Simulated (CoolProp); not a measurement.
Properties of fluoroethane (R161) along the isotherm 8.15 °C.

Computed with CoolProp (reference Helmholtz-energy equation of state, Wu 2012).

```tsv
p (bar)	phase	density (kg/m³)
4.17	gas	9.346
8.33	liquid	745.1
12.5	liquid	746.1
16.7	liquid	747.0
20.8	liquid	748.0
25	liquid	748.9
29.2	liquid	749.9
33.3	liquid	750.8
37.5	liquid	751.7
41.7	liquid	752.6
45.8	liquid	753.4
50	liquid	754.3
```
